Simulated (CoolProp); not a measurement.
Vapour pressure (MPa) of R152A: the reference equation beside estimates from Tc = 386.4 K, pc = 4.517 MPa, ω = 0.275. Clausius-Clapeyron is anchored at 204.2 K with a constant enthalpy of vaporisation of 24.22 kJ/mol.

Values from CoolProp's reference Helmholtz-energy equation of state, Outcalt 1996. It is a modified Benedict-Webb-Rubin equation, recast in Helmholtz form.

| T (K) | reference | Lee-Kesler | Clausius-Clapeyron | van der Waals | Redlich-Kwong | Soave-Redlich-Kwong | Peng-Robinson |
|---|---|---|---|---|---|---|---|
| 204.2 | 0.008240 | 0.007589 | 0.008240 | 0.1809 | 0.02128 | 0.007763 | 0.008230 |
| 213.2 | 0.01505 | 0.01408 | 0.01505 | 0.2376 | 0.03620 | 0.01434 | 0.01500 |
| 222.1 | 0.02582 | 0.02451 | 0.02602 | 0.3048 | 0.05805 | 0.02484 | 0.02569 |
| 231.1 | 0.04243 | 0.04082 | 0.04336 | 0.3851 | 0.08940 | 0.04120 | 0.04219 |
| 240.1 | 0.06677 | 0.06500 | 0.06955 | 0.4788 | 0.1323 | 0.06536 | 0.06639 |
| 249.1 | 0.1012 | 0.09951 | 0.1078 | 0.5867 | 0.1892 | 0.09977 | 0.1006 |
| 258.1 | 0.1484 | 0.1471 | 0.1621 | 0.7097 | 0.2625 | 0.1472 | 0.1476 |
| 267.1 | 0.2113 | 0.2108 | 0.2371 | 0.8488 | 0.3548 | 0.2107 | 0.2104 |
| 276.1 | 0.2931 | 0.2940 | 0.3383 | 1.005 | 0.4686 | 0.2938 | 0.2922 |
| 285.1 | 0.3975 | 0.4000 | 0.4720 | 1.178 | 0.6064 | 0.4000 | 0.3966 |
| 294 | 0.5264 | 0.5310 | 0.6432 | 1.367 | 0.7688 | 0.5316 | 0.5260 |
| 303 | 0.6869 | 0.6935 | 0.8632 | 1.577 | 0.9617 | 0.6957 | 0.6872 |
| 312 | 0.8817 | 0.8902 | 1.139 | 1.807 | 1.186 | 0.8951 | 0.8834 |

Absolute difference from the reference over all 13 rows, mean and median: Lee-Kesler 2.5 and 1.0 %, Clausius-Clapeyron 11.3 and 9.2 %, van der Waals 621.0 and 378.2 %, Redlich-Kwong 84.4 and 76.9 %, Soave-Redlich-Kwong 2.0 and 1.4 %, Peng-Robinson 0.3 and 0.3 %.
